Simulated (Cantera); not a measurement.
Input (Python, Cantera) and output of one run.

```python
import numpy as np
import cantera as ct

gas_names = """
    Br Br2 H HBr HO2 H2 H2O H2O2 Na NaBr NaH NaO NaOH Na2 Na2O Na2O2H2 O OH O2 O3
""".split()
cond_names = """
    Br2(cr) Br2(L) H2O(s) H2O(L) Na(cr) Na(L) NaBr(s) NaBr(L) NaOH(a) NaOH(L) NaO2(s) Na2O(c) Na2O(a)
    Na2O(L) Na2O2(a) Na2O2(b)
""".split()


# ... load() reads the species with a 1 bar reference pressure and builds the phases ...
atoms = {
    'NaBr': {'Na': 1, 'Br': 1},
    'O2': {'O': 2},
    'H2': {'H': 2},
}
top_T = {'NaO2(s)': 800, 'Na2O2(b)': 940}  # K; cautious upper limits of use, not melting points


# ... equilibrate(T, P, feed) seeds the gas with the atoms and calls Mixture.equilibrate('TP', solver="vcs", rtol=1e-11, max_steps=5000) ...
results = []
feed = {'NaBr': 1, 'O2': 0.18, 'H2': 51}  # mol
T = 1050  # K
P = 0.4  # Pa
mix = equilibrate(T, P, feed)
results.append((T, P, feed, dict(zip(mix.species_names, mix.species_moles))))
x = sorted(zip(gas.X, gas.species_names), reverse=True)
print(f"T = {T:g} K  P = {P:g} Pa  gas = {mix.phase_moles(0):.4g} mol")
print("   x: " + "  ".join(f"{s} {v:.3e}" for v, s in x if v > 1e-06))
print("   condensed (mol): " + ("  ".join(f"{mix.phase(i).name} {mix.phase_moles(i):.4g}"
      for i in range(1, mix.n_phases) if mix.phase_moles(i) > 1e-12) or "none"))
```

Result:

```
T = 1050 K  P = 0.4 Pa  gas = 52.01 mol
   x: H2 9.736e-01  NaBr 1.902e-02  H2O 6.922e-03  Na 2.104e-04  HBr 2.095e-04  H 4.002e-06
   condensed (mol): none
```

Cantera equilibrium calculation (NASA polynomials, part measured and part estimated; ideal gas, pure solids and liquids).
